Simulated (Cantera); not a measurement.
Input (Python, Cantera):

```python
import numpy as np
import cantera as ct

gas = ct.Solution("gri30.yaml")
gas.TPX = 1673, 15, {'C2H4': 1, 'H2': 2}
inlet = ct.Reservoir(gas, clone=True)

reactor = ct.IdealGasConstPressureReactor(gas, energy="off", clone=False)
exhaust = ct.Reservoir(gas, clone=True)
tau = [1.6, 0.43, 0.12, 0.033, 0.0089, 0.0025, 0.00067][0]
for a, b in ((inlet, reactor), (reactor, exhaust)):
    ct.MassFlowController(a, b, mdot=lambda t: reactor.mass / tau)
net = ct.ReactorNet([reactor])
show = ['C2H4', 'H2', 'CH3', 'C2H', 'C2H6', 'CH2', 'C2H2']

rows = []
print(f"{'tau/s':>10s}{'T/K':>9s}" + "".join(f"{s:>11s}" for s in show))
for tau in [1.6, 0.43, 0.12, 0.033, 0.0089, 0.0025, 0.00067]:
    net.initial_time = 0.0
    net.advance(30 * tau)
    before = gas.X
    net.advance(40 * tau)
    drift = np.max(np.abs(gas.X - before) / (gas.X + 1e-9))
    rows.append([gas.T, *gas[show].X, drift])
    print(f"{tau:10.3e}{gas.T:9.1f}" + "".join(f"{x:11.3e}" for x in gas[show].X))
```

It prints:

```
     tau/s      T/K       C2H4         H2        CH3        C2H       C2H6        CH2       C2H2
 1.600e+00   1673.0  1.847e-01  7.038e-01  1.452e-08  2.466e-08  1.280e-08  6.326e-09  1.114e-01
 4.300e-01   1673.0  2.793e-01  6.802e-01  1.064e-08  4.731e-09  1.660e-08  4.969e-09  4.054e-02
 1.200e-01   1673.0  3.175e-01  6.706e-01  5.394e-09  4.677e-10  1.399e-08  1.817e-09  1.185e-02
 3.300e-02   1673.0  3.290e-01  6.678e-01  2.013e-09  3.621e-11  7.564e-09  4.472e-10  3.273e-03
 8.900e-03   1673.0  3.322e-01  6.670e-01  4.206e-10  2.654e-12  2.454e-09  7.809e-11  8.833e-04
 2.500e-03   1673.0  3.330e-01  6.667e-01  4.404e-11  2.150e-13  5.184e-10  9.882e-12  2.482e-04
 6.700e-04   1673.0  3.332e-01  6.667e-01  2.221e-12  1.658e-14  6.415e-11  8.944e-13  6.651e-05
```

Model: GRI-Mech 3.0 (53 species, 325 reactions), integrated in Cantera. GRI-Mech 3.0 was tuned for natural gas; its chemistry of ethylene as a main component is partial and can be far from experiment. GRI-Mech 3.0 stops at C3 and has no aromatics, soot or wall deposition, so with more carbon than oxygen in the feed, carbon stays in small species such as C2H2 where larger ones or solid carbon would form. Radical loss at walls, strong at low pressure, is not modelled.
